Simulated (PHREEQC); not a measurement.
Consider water at 26 °C with 0.0049 mol/kgw Pb(NO3)2, 4e-05 mol/kgw CuCl2, 0.00024 mol/kgw H2SO4 and 0.0014 mol/kgw Na2SO4. Closed to the air; pH follows from the charge balance.

Computed with PHREEQC (ion-association model, phreeqc.dat).

Each row changes one thing in this solution. No solid was allowed to form.

```csv
case,pH,ionic strength (mol/kgw),NO3- (mol/kgw),Pb+2 (mol/kgw),SO4-2 (mol/kgw),PbSO4 (mol/kgw),SI of Anglesite (PbSO4),SI of Pb(OH)2 (Pb(OH)2)
as made,3.39,0.0162,0.00948,0.00386,0.000892,0.000706,+1.89,-3.97
Pb(NO3)2 from 0.0049 to 0.0098 mol/kgw,3.39,0.0286,0.0185,0.00779,0.000722,0.000886,+1.99,-3.72
CuCl2 from 4e-05 to 0.0004 mol/kgw,3.39,0.0171,0.00948,0.00383,0.000892,0.000684,+1.87,-3.98
CuCl2 left out,3.39,0.0161,0.00948,0.00386,0.000892,0.000709,+1.89,-3.97
Pb(NO3)2 from 0.0049 to 0.00049 mol/kgw,3.39,0.00578,0.000976,0.000341,0.00143,0.000144,+1.19,-4.94
diluted 2-fold with water,3.67,0.00851,0.00480,0.00206,0.000524,0.000283,+1.49,-3.62
temperature from 26 to 80 °C,3.45,0.0163,0.00949,0.00393,0.000897,0.000641,+1.60,?
temperature from 26 to 85 °C,3.46,0.0163,0.00949,0.00394,0.000895,0.000633,+1.58,-2.16
temperature from 26 to 50 °C,3.41,0.0162,0.00948,0.00388,0.000897,0.000682,+1.75,?
```

### Question
Some entries are withheld; supply them.

### Answer

- temperature from 26 to 80 °C, SI of Pb(OH)2 (Pb(OH)2): -2.30
- temperature from 26 to 50 °C, SI of Pb(OH)2 (Pb(OH)2): -3.18

Species that the database lacks are ignored. Some of these states are supersaturated (in Anglesite, for instance). Away from 25 °C the constants follow the database's enthalpies or fits; those with neither stay at their 25 °C values.
